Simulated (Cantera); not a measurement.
An isothermal, constant-pressure homogeneous reactor starts with CH₄ : H₂O : H₂ = 1 : 1.2 : 0.061 (molar parts), at 1600 K and 0.987 atm. Integrator tolerance rtol = 1e-08.

Detailed kinetics in Cantera: GRI-Mech 3.0 (53 species, 325 reactions).

Question: What does this change do: pressure from 0.987 atm to 7.50 atm?

Answer: 
```tsv
quantity	before	after
x(CH₄) at 90.0 s	0.00450 (gas-phase equilibrium 2.86e-6)	0.00733 (gas-phase equilibrium 0.000164)
x(H₂O) at 90.0 s	0.0480 (gas-phase equilibrium 0.0424)	0.0498 (gas-phase equilibrium 0.0426)
x(H₂) at 90.0 s	0.715 (gas-phase equilibrium 0.723)	0.712 (gas-phase equilibrium 0.723)
x(C₂H₂) at 90.0 s	0.000516 (gas-phase equilibrium 2.28e-10)	2.69e-5 (gas-phase equilibrium 1.30e-8)
x(H₂O₂) at 90.0 s	<1e-12 (gas-phase equilibrium <1e-12)	<1e-12 (gas-phase equilibrium <1e-12)
x(HCO) at 90.0 s	1.16e-8 (gas-phase equilibrium 1.19e-8)	3.18e-8 (gas-phase equilibrium 3.27e-8)
x(HO₂) at 90.0 s	<1e-12 (gas-phase equilibrium <1e-12)	<1e-12 (gas-phase equilibrium <1e-12)
```

Question: What does this change do: CH4 1 to 0.33 parts?

Answer: 
| quantity | before | after |
|---|---|---|
| x(CH₄) at 90.0 s | 0.00450 (gas-phase equilibrium 2.86e-6) | 2.78e-6 (gas-phase equilibrium 5.60e-8) |
| x(H₂O) at 90.0 s | 0.0480 (gas-phase equilibrium 0.0424) | 0.358 (gas-phase equilibrium 0.358) |
| x(H₂) at 90.0 s | 0.715 (gas-phase equilibrium 0.723) | 0.495 (gas-phase equilibrium 0.495) |
| x(C₂H₂) at 90.0 s | 0.000516 (gas-phase equilibrium 2.28e-10) | 2.05e-10 (gas-phase equilibrium <1e-12) |
| x(H₂O₂) at 90.0 s | <1e-12 (gas-phase equilibrium <1e-12) | <1e-12 (gas-phase equilibrium <1e-12) |
| x(HCO) at 90.0 s | 1.16e-8 (gas-phase equilibrium 1.19e-8) | 5.04e-9 (gas-phase equilibrium 5.04e-9) |
| x(HO₂) at 90.0 s | <1e-12 (gas-phase equilibrium <1e-12) | <1e-12 (gas-phase equilibrium <1e-12) |
